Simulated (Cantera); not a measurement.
An isothermal, constant-pressure homogeneous reactor starts with 5.39 % H₂, 94.6 % O₂, at 948 K and 24.8 Torr.

Cantera simulation using the H2/O2 subset of GRI-Mech 3.0, which has no nitrogen chemistry; the numbers are that mechanism's predictions, not measurements. Radical loss at walls, strong at low pressure, is not modelled. Below about 950 K walls govern HO2 and H2O2 in real vessels. The temperature is held fixed by assumption; the heat of reaction is taken as removed at once.

One state of this run: x H₂ = 0.0166; x O₂ = 0.930; x OH = 0.00252; x H₂O = 0.0313; x H₂O₂ = 8.68e-7. x: mole fraction; the columns are a selection and need not sum to one.

Task: Which value of t (s) does it belong to?
A. 0.00424
B. 0.0120
C. 0.755
D. 0.000534

Result: A, 0.00424
